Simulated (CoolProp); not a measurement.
Saturation properties of ethanol.

The numbers come from the reference Helmholtz-energy equation of state, Schroeder 2014 in CoolProp.

```
T (K)  p (kPa)  liquid density (kg/m³)  vapour density (kg/m³)  liquid cp (kJ/(kg K))  liquid viscosity (µPa s)
-----  -------  ----------------------  ----------------------  ---------------------  ------------------------
354.3    112.7                   733.7                   1.827                  2.961                       423
363.2    157.6                   724.6                   2.513                  3.059                       372
372.2    217.0                   715.1                   3.413                  3.163                       329
381.2    293.5                   705.0                   4.562                  3.272                       291
390.2    390.4                   694.4                   6.015                  3.386                       259
399.2    511.6                   683.1                   7.829                  3.505                       230
408.1    659.1                   671.3                   10.05                  3.626                       206
417.1    840.4                   658.5                   12.80                  3.750                       184
426.1     1058                   644.8                   16.15                  3.873                       164
435.1     1317                   630.2                   20.21                  3.994                       147
```

It boils at 351.6 K under 1 atm.

Viscosity comes from a separate model (Kiselev 2005).
